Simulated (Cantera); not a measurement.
Thermodynamics of abatement and gas-phase synthesis, feed H2S + H2O + H2 + SO2

Feed: 1 mol H2S, 0.035 mol H2O, 0.41 mol H2, 0.27 mol SO2, at 2350 °C and 315 Torr.

These are equilibrium values from Cantera (NASA tables, ideal gas, pure condensed phases), not measurements of a reactor. Candidate condensed phases: H2O, H2SO4, S; 19 gas species. The numbers say what is thermodynamically allowed, not how fast it happens.

The x(H2) comes out as 0.425 and the x(S2) comes out as 0.177. The x(H2O) comes out as 0.145, the x(SO) comes out as 0.0634 and the x(SH) is 0.0561. The x(S) is 0.0466. The x(H) is 0.0424 and the x(SO2) is 0.0206. The x(H2S) comes out as 0.0188 and the gas amount is 2.259 mol. The log10 activity of S(l) (absent) comes out as -2.37.
